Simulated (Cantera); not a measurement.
## Thermodynamics of silicon carbide growth, feed (CH3)2SiCl2 + C2H4 + H2

A closed system holds: 1 mol (CH3)2SiCl2, 0.18 mol C2H4, 35 mol H2, at 973 K.

Equilibrium computed with Cantera from the NASA thermochemical tables; the gas is ideal and each condensed phase is pure. Candidate condensed phases: C, C6H6, C7H8, C8H18, Si, SiC; 109 gas species. The feed counts by its element totals alone. The tables' values for SiCl3 are old estimates; treat these amounts as uncertain. Rates play no part.

```tsv
P (Pa)	log p H2	log p HCl	log p CH4	log p SiCl4	n C(graphite)	n SiC(s)
100	-3.02	-4.30	-6.94	-7.57	1.36	0.999
400	-2.42	-3.70	-5.73	-6.38	1.35	0.995
1600	-1.82	-3.10	-4.53	-5.21	1.30	0.983
6300	-1.23	-2.54	-3.34	-4.13	1.13	0.949
25000	-0.63	-2.00	-2.16	-3.16	0.421	0.880
100000	-0.03	-1.57	-1.36	-2.24	0	0.742
```
log p: log10 of the partial pressure in bar; n: condensed amount in mol.

From 1.00 mbar to 0.250 bar the condensed part is C(graphite) + SiC(s). At 1.00 bar the condensed part is SiC(s). The main Si-bearing gas is SiCl4 throughout. The share of Si in condensed phases is highest at 1.00 mbar (99.9 %) and lowest at 1.00 bar (74.2 %).
